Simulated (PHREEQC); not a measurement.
Polishing slurry liquid: an equilibrium model

Consider water at 20 °C with 0.0029 mol H2SO4 and 0.027 mol CuSO4 per kg of water. Closed to the air; pH follows from the charge balance.

The numbers come from PHREEQC with the ion-association model, phreeqc.dat.

| Property | Result |
|---|---|
| pH | 2.53 |
| ionic strength | 0.0707 mol/kgw |
| specific conductance | 4000 µS/cm |
| density | 1.003 g/cm³ |
| total alkalinity | -5.80 meq/kg |

```json
[
 {"species": "SO4-2", "molality": "0.0172", "activity": "0.00723", "log γ": "-0.377"},
 {"species": "Cu+2", "molality": "0.0167", "activity": "0.00738", "log γ": "-0.353"},
 {"species": "CuSO4", "molality": "0.0103", "activity": "0.0105", "log γ": "0.007"},
 {"species": "H+", "molality": "0.00349", "activity": "0.00294", "log γ": "-0.075"},
 {"species": "HSO4-", "molality": "0.00231", "activity": "0.00185", "log γ": "-0.095"},
 {"species": "CuOH+", "molality": "3.16e-8", "activity": "2.51e-8", "log γ": "-0.100"}
]
```

No solid was allowed to form. Species that the database lacks are ignored.
